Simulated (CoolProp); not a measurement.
Vapour-liquid equilibrium of ethylbenzene (1) + o-xylene (2) at 151.75 °C; x and y are mole fractions of (1).

Values from CoolProp's multi-fluid Helmholtz-energy mixture model, Zhou 2012 and Zhou 2012; pair parameters Bell 2016.

| x | bubble pressure, mixture model (kPa) | bubble pressure, Raoult's law (kPa) | y, mixture model | y, Raoult's law |
|---|---|---|---|---|
| 0.05 | 124.1 | 124.1 | 0.060 | 0.061 |
| 0.15 | 127.1 | 127.0 | 0.179 | 0.179 |
| 0.25 | 130.2 | 129.8 | 0.292 | 0.291 |
| 0.35 | 133.3 | 132.7 | 0.400 | 0.399 |
| 0.45 | 136.4 | 135.5 | 0.503 | 0.502 |
| 0.55 | 139.5 | 138.4 | 0.600 | 0.601 |
| 0.65 | 142.4 | 141.3 | 0.694 | 0.696 |
| 0.75 | 145.1 | 144.1 | 0.783 | 0.787 |
| 0.85 | 147.7 | 147.0 | 0.871 | 0.875 |
| 0.95 | 150.1 | 149.8 | 0.957 | 0.959 |

The largest gap from Raoult's law is +0.8 % in bubble pressure, at x = 0.65. No azeotrope shows between x = 0.05 and 0.95.

Pair parameters are fitted to limited data, so mixtures are less certain than the pure fluids.
